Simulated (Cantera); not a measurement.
Abatement and gas-phase synthesis: CO₂ + O₂ + SO₂

Charge: 1 mol CO₂, 0.14 mol O₂, 0.89 mol SO₂, at 750 Torr.

Method: chemical equilibrium by Gibbs-energy minimisation in Cantera with the NASA 1993 tables (ideal gas, pure condensed phases). Candidate condensed phases: C, S; 22 gas species. Equilibrium is a limit: real reactors are often held back by kinetics, nucleation or transport.

From 1548 K to 3548 K nothing is condensed. The main C-bearing gas is CO₂ at 1548 K and CO at 3548 K.

```json
[
 {"T (K)": "1548", "x CO₂": "0.493", "x SO₂": "0.436", "x CO": "1.87e-5", "x O": "1.98e-6", "x O₂": "0.0674", "x SO": "1.25e-6", "x S": "1.85e-12"},
 {"T (K)": "1748", "x CO₂": "0.493", "x SO₂": "0.437", "x CO": "0.000223", "x O": "1.92e-5", "x O₂": "0.0684", "x SO": "1.82e-5", "x S": "3.13e-10"},
 {"T (K)": "1948", "x CO₂": "0.491", "x SO₂": "0.437", "x CO": "0.00158", "x O": "0.000117", "x O₂": "0.0694", "x SO": "0.000152", "x S": "1.84e-8"},
 {"T (K)": "2148", "x CO₂": "0.483", "x SO₂": "0.435", "x CO": "0.00750", "x O": "0.000519", "x O₂": "0.0724", "x SO": "0.000838", "x S": "4.89e-7"},
 {"T (K)": "2348", "x CO₂": "0.460", "x SO₂": "0.428", "x CO": "0.0252", "x O": "0.00186", "x O₂": "0.0811", "x SO": "0.00328", "x S": "6.79e-6"},
 {"T (K)": "2548", "x CO₂": "0.412", "x SO₂": "0.412", "x CO": "0.0619", "x O": "0.00575", "x O₂": "0.0991", "x SO": "0.00957", "x S": "5.48e-5"},
 {"T (K)": "2748", "x CO₂": "0.338", "x SO₂": "0.382", "x CO": "0.116", "x O": "0.0156", "x O₂": "0.125", "x SO": "0.0222", "x S": "0.000295"},
 {"T (K)": "2948", "x CO₂": "0.252", "x SO₂": "0.337", "x CO": "0.177", "x O": "0.0369", "x O₂": "0.153", "x SO": "0.0435", "x S": "0.00119"},
 {"T (K)": "3148", "x CO₂": "0.170", "x SO₂": "0.276", "x CO": "0.227", "x O": "0.0762", "x O₂": "0.172", "x SO": "0.0735", "x S": "0.00391"},
 {"T (K)": "3348", "x CO₂": "0.105", "x SO₂": "0.205", "x CO": "0.258", "x O": "0.138", "x O₂": "0.176", "x SO": "0.107", "x S": "0.0107"},
 {"T (K)": "3548", "x CO₂": "0.0600", "x SO₂": "0.132", "x CO": "0.267", "x O": "0.223", "x O₂": "0.160", "x SO": "0.133", "x S": "0.0244"}
]
```
x: gas mole fraction; nothing condenses.
